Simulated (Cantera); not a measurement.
A Cantera script and what it prints.

```python
import numpy as np
import cantera as ct

gas_names = """
    CL CL2 H HCL H2 Si SiCL SiCL2 SiCL3 SiCL4 SiH SiHCL3 SiH2 SiH2CL2 SiH3 SiH3CL SiH4 Si2 Si3
""".split()
cond_names = """
    Si(cr) Si(L)
""".split()


# ... load() reads the species with a 1 bar reference pressure and builds the phases ...
atoms = {
    'SiH4': {'Si': 1, 'H': 4},
    'HCl': {'H': 1, 'CL': 1},
    'H2': {'H': 2},
}
top_T = {}  # K; cautious upper limits of use, not melting points


# ... equilibrate(T, P, feed) seeds the gas with the atoms and calls Mixture.equilibrate('TP', solver="gibbs", rtol=1e-10, max_steps=50000) ...
results = []
feed = {'SiH4': 1, 'HCl': 0.087, 'H2': 1700}  # mol
P = 14000  # Pa
for T in [1825, 1875, 1925, 1975, 2025, 2075, 2125, 2175, 2225, 2275, 2325, 2375]:
    mix = equilibrate(T, P, feed)
    results.append((T, P, feed, dict(zip(mix.species_names, mix.species_moles))))

top = {s: max(r[3][s] / sum(r[3][g] for g in gas_names) for r in results) for s in gas_names}
cols = sorted((s for s in top if top[s] > 1e-05), key=lambda s: -top[s])[:9]
seen = [c for c in cond_names if any(r[3].get(c, 0) > 1e-12 for r in results)]
print("log10 of partial pressures in bar; condensed amounts in mol")
print(f"{'T/K':>10s}" + "".join(f"{s[:9]:>10s}" for s in cols + seen))
for T, P, feed, n in results:
    ng = sum(n[g] for g in gas_names)
    print(f"{T:10.4g}" + "".join(f"{np.log10(max(n[s] / ng * P / 1e5, 1e-99)):10.3f}" for s in cols)
          + "".join(f"{n.get(c, 0):10.4g}" for c in seen))
```

Output:

```
log10 of partial pressures in bar; condensed amounts in mol
       T/K        H2         H        Si      SiH2       SiH       HCL     Si(L)
      1825    -0.854    -3.783    -5.342    -5.303    -5.743    -5.147    0.8607
      1875    -0.855    -3.611    -5.043    -5.158    -5.503    -5.147    0.7643
      1925    -0.855    -3.447    -4.759    -5.022    -5.276    -5.148    0.6024
      1975    -0.856    -3.292    -4.490    -4.892    -5.061    -5.149    0.3332
      2025    -0.856    -3.144    -4.279    -4.813    -4.901    -5.150         0
      2075    -0.857    -3.003    -4.248    -4.908    -4.918    -5.151         0
      2125    -0.858    -2.869    -4.223    -5.005    -4.941    -5.152         0
      2175    -0.860    -2.741    -4.204    -5.101    -4.967    -5.154         0
      2225    -0.862    -2.619    -4.189    -5.197    -4.995    -5.156         0
      2275    -0.864    -2.503    -4.177    -5.291    -5.025    -5.158         0
      2325    -0.867    -2.392    -4.168    -5.385    -5.056    -5.162         0
      2375    -0.871    -2.286    -4.161    -5.476    -5.087    -5.166         0
```

These are equilibrium values from Cantera (NASA tables, ideal gas, pure condensed phases), not measurements of a reactor. Gases not in the tables: Si2H6 and higher silanes.
